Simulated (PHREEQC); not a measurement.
**Alkaline etch or developer**

A solution holds 0.066 mol/kgw KOH and 0.25 mol/kgw H3BO3, at 20 °C. Closed to the air; pH follows from the charge balance.

All values are PHREEQC results (Pitzer model, pitzer.dat), not measurements.

Each row changes one thing in this solution. This is a speciation only: nothing precipitates in the calculation.

```tsv
case	pH	ionic strength (mol/kgw)
as made	8.53	0.0714
KOH from 0.066 to 0.0726 mol/kgw	8.62	0.0790
H3BO3 from 0.25 to 0.225 mol/kgw	8.65	0.0713
H3BO3 from 0.25 to 0.5 mol/kgw	7.54	0.0690
H3BO3 left out	12.90	0.0660
diluted 100-fold with water	8.78	0.000660
KOH from 0.066 to 0.66 mol/kgw	13.69	0.660
```
